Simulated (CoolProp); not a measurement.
The fluid at 385.33 K and 3.08 MPa flows at 3.1 m/s in a round tube of 6 mm bore and 1.5 µm roughness, fully developed (64/Re and Nu = 3.66 if laminar; Colebrook and Gnielinski if turbulent). The same conditions are run with several fluids, on thermodynamics alone (safety and materials aside).

Model: reference Helmholtz-energy equation of state of each fluid (R227EA: Lemmon 2016; C3F8 (R218): Lemmon 2006; C2F6 (R116): Lemmon 2006), in CoolProp.

```csv
fluid,Reynolds number,Darcy friction factor,pressure drop (Pa/m),heat-transfer coefficient (W/(m² K)),mass flow (kg/h)
R227EA,[?],0.0167,4220,3540,99.3
C3F8 (R218),236000,[?],[?],[?],84.0
C2F6 (R116),[?],0.0184,2230,[?],47.9
```

Task: Fill in the missing entries.

Result: 
- R227EA, Reynolds number: 282000
- C3F8 (R218), Darcy friction factor: 0.0171
- C3F8 (R218), pressure drop (Pa/m): 3640
- C3F8 (R218), heat-transfer coefficient (W/(m² K)): 2070
- C2F6 (R116), Reynolds number: 136000
- C2F6 (R116), heat-transfer coefficient (W/(m² K)): 1100

Transport values come from each fluid's own correlations; those of R227EA, C3F8 (R218), C2F6 (R116) are estimates that may be off by 10 % or more.
